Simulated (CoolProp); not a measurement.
Vapour pressure (MPa) of R245ca: the reference equation beside estimates from Tc = 174.4 °C, pc = 3.941 MPa, ω = 0.355.

Computed with CoolProp (reference Helmholtz-energy equation of state, Zhou 2016).

```tsv
T (°C)	reference	Lee-Kesler	Redlich-Kwong	Soave-Redlich-Kwong
-66.25	0.0003656	0.0003973	0.002798	0.0004115
-53.45	0.001153	0.001201	0.006868	0.001239
-40.75	0.003086	0.003134	0.01480	0.003213
-27.95	0.007321	0.007328	0.02901	0.007468
-15.15	0.01561	0.01552	0.05232	0.01572
-2.45	0.03029	0.03007	0.08773	0.03031
10.35	0.05487	0.05452	0.1395	0.05474
23.15	0.09332	0.09296	0.2113	0.09305
35.85	0.1499	0.1498	0.3063	0.1497
48.65	0.2310	0.2315	0.4302	0.2313
61.45	0.3424	0.3438	0.5863	0.3439
74.15	0.4894	0.4920	0.7770	0.4932
86.95	0.6814	0.6855	1.009	0.6891
```

Absolute difference from the reference over all 13 rows, mean and median: Lee-Kesler 1.4 and 0.6 %, Redlich-Kwong 223.9 and 154.2 %, Soave-Redlich-Kwong 2.3 and 0.7 %.
